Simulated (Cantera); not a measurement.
Input: 1 mol Fe3O4, 1.4 mol CH4, 0.8 mol CO, at 0.133 bar.

Method: chemical equilibrium by Gibbs-energy minimisation in Cantera with the NASA 1993 tables (ideal gas, pure condensed phases). Candidate condensed phases: C, C6H6, C7H8, C8H18, Fe, Fe(CO)5, FeO, Fe(OH)2, Fe(OH)3, Fe2O3, Fe3O4, H2O; 114 gas species. Each liquid is taken as pure. Mutual solubility and eutectic melting of coexisting phases are not modelled. The tables' stoichiometric FeO is somewhat more stable than real wüstite, so its field is too wide. FeO: taken at fixed stoichiometry. Rates play no part.

Q: At 2173 K, list the 6 most abundant gas species with their mole fractions, and the condensed phases.

A: CO 0.394, H2 0.368, H2O 0.176, CO2 0.0364, Fe 0.0162, H 0.00801. Condensed: Fe(l) + FeO(l).
